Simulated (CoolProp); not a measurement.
R410A at 313.59 K and 1.68 MPa flows at 0.81 m/s in a round tube of 20 mm bore and 15 µm roughness, fully developed (64/Re and Nu = 3.66 if laminar; Colebrook and Gnielinski if turbulent). Each further row changes one setting.

Model: reference Helmholtz-energy equation of state, Lemmon 2003, in CoolProp. It is a pseudo-pure fit of the blend.

```tsv
case	Reynolds number	Darcy friction factor	pressure drop (Pa/m)	heat-transfer coefficient (W/(m² K))	mass flow (kg/h)
as stated	67000	0.0224	?	156	?
velocity 1.62 m/s	134000	0.0207	80.3	291	108
diameter 40 mm	134000	0.0190	?	134	217
```

Task: Complete the blanks.

Result: 
- as stated, pressure drop (Pa/m): 21.7
- as stated, mass flow (kg/h): 54.2
- diameter 40 mm, pressure drop (Pa/m): 9.23

Viscosity comes from a separate model (Geller 2000). Thermal conductivity comes from a separate model (Geller 2001).
